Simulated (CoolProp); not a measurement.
Vapour pressure (MPa) of tetradecamethylhexasiloxane (MD4M): the reference equation beside estimates from Tc = 653.2 K, pc = 0.8286 MPa, ω = 0.800. Clausius-Clapeyron is anchored at 458.8 K with a constant enthalpy of vaporisation of 56.09 kJ/mol.

Model: reference Helmholtz-energy equation of state, Thol 2019, in CoolProp.

```tsv
T (K)	reference	Clausius-Clapeyron	van der Waals	Soave-Redlich-Kwong	Peng-Robinson
432.9	0.005459	0.005737	0.1249	0.005580	0.006077
438.1	0.006662	0.006903	0.1331	[?]	0.007338
443.3	0.008077	0.008270	[?]	0.008189	0.008810
448.4	0.009696	0.009832	0.1502	0.009799	0.01048
453.6	0.01161	0.01168	0.1594	0.01170	0.01246
458.8	0.01383	0.01383	0.1690	[?]	0.01472
464	0.01638	0.01630	0.1789	0.01644	0.01732
469.1	0.01923	0.01910	0.1890	0.01928	0.02022
474.3	0.02254	[?]	0.1997	0.02258	0.02358
479.5	0.02630	0.02609	0.2108	0.02632	0.02738
484.6	0.03045	0.03025	0.2220	0.03047	0.03157
489.8	0.03521	0.03507	0.2338	0.03522	[?]
```

Question: Fill in the missing entries.

Answer: 
- 438.1, Soave-Redlich-Kwong: 0.006780
- 443.3, van der Waals: 0.1416
- 458.8, Soave-Redlich-Kwong: 0.01391
- 474.3, Clausius-Clapeyron: 0.02236
- 489.8, Peng-Robinson: 0.03637

Absolute difference from the reference over all 12 rows, mean and median: Clausius-Clapeyron 1.4 and 0.7 %, van der Waals 1178.2 and 1057.1 %, Soave-Redlich-Kwong 0.7 and 0.5 %, Peng-Robinson 6.6 and 6.1 %.
